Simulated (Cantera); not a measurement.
A closed system holds: 1 mol Al, 2.8 mol Br2, 6.7 mol N2, held at 0.0300 Torr.

Equilibrium computed with Cantera from the NASA thermochemical tables; the gas is ideal and each condensed phase is pure. Candidate condensed phases: Al, AlBr3, AlN, Br2; 10 gas species. The numbers say what is thermodynamically allowed, not how fast it happens.

x: gas mole fraction; nothing condenses.

| T (K) | x N2 | x Br | x Br2 | x AlBr3 | x Al2Br6 |
|---|---|---|---|---|---|
| 525 | 0.746 | 8.64e-6 | 0.145 | 0.106 | … |
| 625 | 0.744 | 0.000302 | 0.144 | 0.111 | … |
| 725 | 0.743 | 0.00397 | 0.142 | 0.111 | … |
| 825 | 0.734 | 0.0269 | 0.129 | 0.110 | … |
| 925 | 0.706 | 0.102 | 0.0859 | 0.105 | … |
| 1025 | 0.669 | 0.203 | 0.0282 | 0.0998 | … |
| 1125 | 0.654 | 0.243 | 0.00522 | 0.0976 | … |
| 1225 | 0.651 | 0.251 | 0.000994 | 0.0972 | … |
| 1325 | 0.651 | 0.252 | 0.000233 | 0.0970 | … |

Task: Some entries are withheld; supply them.

Result: 
- 525, x Al2Br6: 0.00264
- 625, x Al2Br6: 4.82e-5
- 725, x Al2Br6: 2.60e-6
- 825, x Al2Br6: 2.88e-7
- 925, x Al2Br6: 4.96e-8
- 1025, x Al2Br6: 1.17e-8
- 1125, x Al2Br6: 3.82e-9
- 1225, x Al2Br6: 1.56e-9
- 1325, x Al2Br6: 7.42e-10
